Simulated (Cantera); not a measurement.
A Cantera script and its output.

```python
import numpy as np
import cantera as ct

gas = ct.Solution("gri30.yaml")
gas.TPX = 2075, 13332, {'CH4': 0.04, 'H2': 1}
reactor = ct.IdealGasConstPressureReactor(gas, energy="off", clone=False)
net = ct.ReactorNet([reactor])
net.rtol, net.atol = 1e-08, 1e-18
show = ['CH4', 'H2', 'C2H', 'C2H2', 'C2H6', 'CH3']
times = np.geomspace(2e-05, 5, 10)

steps = ct.SolutionArray(gas, extra=["t"])
rows = []
print(f"{'t/s':>10s}{'T/K':>9s}{'P/Pa':>11s}" + "".join(f"{s:>11s}" for s in show))
for t in times:
    while net.time < t:
        t_next = net.step()
        steps.append(gas.state, t=t_next)
    rows.append([np.interp(t, steps.t, y) for y in (steps.T, steps.P, *steps(*show).X.T)])
    print(f"{t:10.3e}{rows[-1][0]:9.1f}{rows[-1][1]:11.4g}" + "".join(f"{x:11.3e}" for x in rows[-1][2:]))
rate = np.gradient(steps.T, steps.t)
print("integrator steps:", len(steps.t))
if steps.T.max() > steps.T[0] + 200:
    print(f"time of steepest temperature rise: {steps.t[rate.argmax()]:.4e} s")
gas.TPX = 2075, 13332, {'CH4': 0.04, 'H2': 1}
gas.equilibrate("TP")
print(f"equilibrium (TP): T = {gas.T:.1f} K  " + "  ".join(f"{s} {gas[s].X[0]:.3e}" for s in show))
```

It prints:

```
       t/s      T/K       P/Pa        CH4         H2        C2H       C2H2       C2H6        CH3
 2.000e-05   2075.0  1.333e+04  3.829e-02  9.613e-01  1.144e-14  2.210e-09  2.919e-08  1.657e-04
 7.958e-05   2075.0  1.333e+04  3.777e-02  9.607e-01  1.788e-11  8.609e-07  6.563e-07  6.422e-04
 3.166e-04   2075.0  1.333e+04  3.538e-02  9.590e-01  1.775e-08  2.321e-04  5.543e-06  2.196e-03
 1.260e-03   2075.0  1.333e+04  2.449e-02  9.618e-01  7.141e-07  5.142e-03  5.966e-06  2.758e-03
 5.013e-03   2075.0  1.333e+04  9.197e-03  9.699e-01  2.088e-06  1.342e-02  9.674e-07  1.164e-03
 1.995e-02   2075.0  1.333e+04  2.166e-03  9.733e-01  2.948e-06  1.725e-02  6.003e-08  3.017e-04
 7.937e-02   2075.0  1.333e+04  4.999e-04  9.740e-01  3.211e-06  1.816e-02  3.438e-09  7.206e-05
 3.158e-01   2075.0  1.333e+04  1.896e-04  9.742e-01  3.258e-06  1.833e-02  6.010e-10  2.747e-05
 1.257e+00   2075.0  1.333e+04  1.718e-04  9.742e-01  3.260e-06  1.834e-02  5.154e-10  2.490e-05
 5.000e+00   2075.0  1.333e+04  1.718e-04  9.742e-01  3.260e-06  1.834e-02  5.154e-10  2.490e-05
integrator steps: 995
equilibrium (TP): T = 2075.0 K  CH4 1.720e-04  H2 9.742e-01  C2H 3.260e-06  C2H2 1.834e-02  C2H6 5.159e-10  CH3 2.492e-05
```

Model: GRI-Mech 3.0 (53 species, 325 reactions), integrated in Cantera. GRI-Mech 3.0 stops at C3 and has no aromatics, soot or wall deposition, so with more carbon than oxygen in the feed, carbon stays in small species such as C2H2 where larger ones or solid carbon would form.
